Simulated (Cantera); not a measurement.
## Transport properties of process gases

Gas mixture: H2O : N2 : O2 = 0.099 : 0.28 : 0.078 (molar parts), at 0.0132 atm, frozen composition.

Cantera's kinetic-theory transport with the Lennard-Jones parameters of GRI-Mech 3.0, ideal gas; thermal conductivity in the multicomponent form. Polar gases are described roughly by these parameters.

```tsv
T (K)	ρ (kg/m³)	cp (J/kg/K)	μ (µPa s)	λ (mW/m/K)	Pr	D (cm²/s) N2	D (cm²/s) C2H2	D (cm²/s) NH3
400	0.0106	1151	21.1	35.5	0.686	28.3	21.7	28.5
650	0.00654	1212	30.6	54.7	0.677	67.2	51.4	70.8
900	0.00473	1290	38.8	73.9	0.677	118	90.0	127
1150	0.00370	1355	46.1	92.3	0.677	179	137	196
1400	0.00304	1407	53.0	110	0.678	249	190	275
1650	0.00258	1450	59.3	127	0.678	328	250	365
1900	0.00224	1485	65.3	143	0.679	415	317	464
2150	0.00198	1513	71.1	158	0.679	510	389	572
2400	0.00177	1536	76.5	173	0.679	613	468	688
```
D: mixture-averaged diffusion coefficient of that species in the mixture.
